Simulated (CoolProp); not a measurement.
Octamethylcyclotetrasiloxane (D4) at several states: density (kg/m³) from the reference equation and from simpler models built on Tc = 313.4 °C, pc = 13.47 bar, ω = 0.598; each cubic takes its own stable root.

The numbers come from the reference Helmholtz-energy equation of state, Thol 2015 in CoolProp.

```json
[
 {"T (°C)": "222.85", "p (bar)": "70.6", "phase": "liquid", "reference": "741.3"},
 {"T (°C)": "334.35", "p (bar)": "2.01", "phase": "gas", "reference": "12.39"},
 {"T (°C)": "215.25", "p (bar)": "0.406", "phase": "gas", "reference": "3.030"}
]
```

Task: How far does each simpler model (van der Waals, Redlich-Kwong, Soave-Redlich-Kwong, Peng-Robinson) lie from the reference over these 3 states: mean and median of the absolute difference, and the worst?

Result: 
- van der Waals: mean 11.6 %, median 0.7 %, worst -33.5 % at 222.85 °C and 70.6 bar
- Redlich-Kwong: mean 3.5 %, median 0.4 %, worst -10.1 % at 222.85 °C and 70.6 bar
- Soave-Redlich-Kwong: mean 2.2 %, median 0.2 %, worst -6.2 % at 222.85 °C and 70.6 bar
- Peng-Robinson: mean 1.9 %, median 0.3 %, worst +5.2 % at 222.85 °C and 70.6 bar
